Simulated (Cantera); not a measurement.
Mixture: CO : H₂ : CH₄ : O₂ : N₂ : H₂O = 1 : 0.2 : 0.15 : 1.73 : 6.51 : 0.26 (molar parts), equivalence ratio 0.52, at 3000 Torr, adiabatic and at constant volume. Ignition delay is the time to a rise of 400 K.

Model: GRI-Mech 3.0 (53 species, 325 reactions), integrated in Cantera. Below about 1000 K GRI-Mech 3.0 lacks low-temperature oxidation paths. Below about 950 K walls govern HO2 and H2O2 in real vessels. Where the delays flatten at high temperature, the 400 K rule measures the pace of heat release, not the induction time.

Predict: delay at 925 K; delay at 1125 K; delay at 1325 K; delay at 1525 K; delay at 1725 K.

delay at 925 K: 64.1 ms
delay at 1125 K: 0.502 ms
delay at 1325 K: 51.3 µs
delay at 1525 K: 16.9 µs
delay at 1725 K: 9.33 µs
